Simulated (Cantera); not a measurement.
A closed system holds: 1 mol SiCl4, 0.57 mol N2O, held at 1300 K and 120 Pa.

Equilibrium computed with Cantera from the NASA thermochemical tables; the gas is ideal and each condensed phase is pure. Candidate condensed phases: Si, SiO2, Si2N2O, Si3N4; 23 gas species. The tables' values for SiCl3 are old estimates; treat these amounts as uncertain. The tables hold silica as quartz up to 1696 K and as liquid above; real silica turns to tridymite and cristobalite and melts near 1996 K. Kinetics and transport are ignored.

Base state: SiCl4 0.354, N2 0.283, Cl2 0.202, Cl 0.161, SiCl3 2.60e-5 (mole fractions); condensed: SiO2(β-quartz).

Q: What changes in the equilibrium state with this change: temperature from 1300 K to 948.15 K?

A: 
```json
[
 {"species": "SiCl4", "before": "0.354", "after": "0.385"},
 {"species": "N2", "before": "0.283", "after": "0.307"},
 {"species": "Cl2", "before": "0.202", "after": "0.305"},
 {"species": "Cl", "before": "0.161", "after": "0.00274"},
 {"species": "SiCl3", "before": "2.60e-5", "after": "2.28e-9"},
 {"species": "SiO2(β-quartz), mol", "before": "0.285", "after": "0.285"}
]
```

Q: What changes in the equilibrium state with this change: SiCl4 replaced by SiH4?

A: 
| species | before | after |
|---|---|---|
| H2 | 0 | 0.955 |
| N2 | 0.283 | 0.0446 |
| SiO | <1e-9 | 9.90e-5 |
| SiCl4 | 0.354 | 0 |
| Cl2 | 0.202 | 0 |
| Cl | 0.161 | 0 |
| H | 0 | 3.12e-5 |
| SiCl3 | 2.60e-5 | 0 |
| H2O | 0 | 1.69e-5 |
| SiO2(β-quartz), mol | 0.285 | 0.0466 |
| Si2N2O(s), mol | 0 | 0.477 |
Mutual solubility and eutectic melting of coexisting phases are not modelled. Further candidate phases: H2O.
